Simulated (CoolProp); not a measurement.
C3F8 (R218) at 298.15 K and 5.32 MPa is throttled through a valve to 1.99 MPa with no heat exchange. Each further row changes one setting.

The numbers come from the reference Helmholtz-energy equation of state, Lemmon 2006 in CoolProp. It is a short technical equation, of lower accuracy than the large ones.

```json
[
 {"case": "as stated", "temperature change (K)": "-0.3", "final phase": "liquid", "final density (kg/m³)": "(withheld)"},
 {"case": "outlet pressure 0.597 MPa", "temperature change (K)": "(withheld)", "final phase": "two-phase, vapour fraction 0.173", "final density (kg/m³)": "(withheld)"},
 {"case": "outlet pressure 2.59 MPa", "temperature change (K)": "-0.2", "final phase": "liquid", "final density (kg/m³)": "1350"}
]
```

**Question.** What belongs in the gaps?

**Answer.** 
- as stated, final density (kg/m³): 1340
- outlet pressure 0.597 MPa, temperature change (K): -13.2
- outlet pressure 0.597 MPa, final density (kg/m³): 279
